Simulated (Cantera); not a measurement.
What does this Cantera script print?

```python
import numpy as np
import cantera as ct

gas_names = """
    Electron B B+ B- BN B2 N N+ N- N2 N2+ N2-
""".split()
cond_names = """
    B(b) B(L) BN(s)
""".split()


# ... load() reads the species with a 1 bar reference pressure and builds the phases ...
atoms = {
    'BN': {'B': 1, 'N': 1},
    'N2': {'N': 2},
}
top_T = {'BN(s)': 3200}  # K; cautious upper limits of use, not melting points


# ... equilibrate(T, P, feed) seeds the gas with the atoms and calls Mixture.equilibrate('TP', solver="vcs", rtol=1e-11, max_steps=5000) ...
results = []
feed = {'BN': 1, 'N2': 0.64}  # mol
P = 13332.2  # Pa
for T in [2500, 2750, 3000, 3250, 3500, 3750, 4000, 4250, 4500, 4750, 5000]:
    mix = equilibrate(T, P, feed)
    results.append((T, P, feed, dict(zip(mix.species_names, mix.species_moles))))

top = {s: max(r[3][s] / sum(r[3][g] for g in gas_names) for r in results) for s in gas_names}
cols = sorted((s for s in top if top[s] > 0.0001), key=lambda s: -top[s])[:6]
seen = [c for c in cond_names if any(r[3].get(c, 0) > 1e-12 for r in results)]
print("log10 of partial pressures in bar; condensed amounts in mol")
print(f"{'T/K':>10s}" + "".join(f"{s[:9]:>10s}" for s in cols + seen))
for T, P, feed, n in results:
    ng = sum(n[g] for g in gas_names)
    print(f"{T:10.4g}" + "".join(f"{np.log10(max(n[s] / ng * P / 1e5, 1e-99)):10.3f}" for s in cols)
          + "".join(f"{n.get(c, 0):10.4g}" for c in seen))
```

Result:

```
log10 of partial pressures in bar; condensed amounts in mol
       T/K        N2         B         N        BN        B+  Electron      B(L)     BN(s)
      2500    -0.875    -4.227    -6.972    -5.081    -9.707    -9.707         0    0.9997
      2750    -0.878    -3.118    -6.058    -4.139    -8.340    -8.340    0.9928         0
      3000    -0.892    -2.335    -5.302    -3.502    -7.268    -7.268    0.9562         0
      3250    -0.954    -1.677    -4.686    -2.993    -6.359    -6.359    0.7741         0
      3500    -1.151    -1.217    -4.230    -2.732    -5.630    -5.630         0         0
      3750    -1.151    -1.215    -3.749    -2.818    -5.193    -5.193         0         0
      4000    -1.153    -1.214    -3.327    -2.893    -4.809    -4.809         0         0
      4250    -1.155    -1.214    -2.956    -2.962    -4.469    -4.469         0         0
      4500    -1.161    -1.215    -2.626    -3.026    -4.165    -4.165         0         0
      4750    -1.173    -1.219    -2.334    -3.089    -3.893    -3.893         0         0
      5000    -1.192    -1.226    -2.075    -3.153    -3.649    -3.649         0         0
```

Method: chemical equilibrium by Gibbs-energy minimisation in Cantera with the NASA 1993 tables (ideal gas, pure condensed phases).
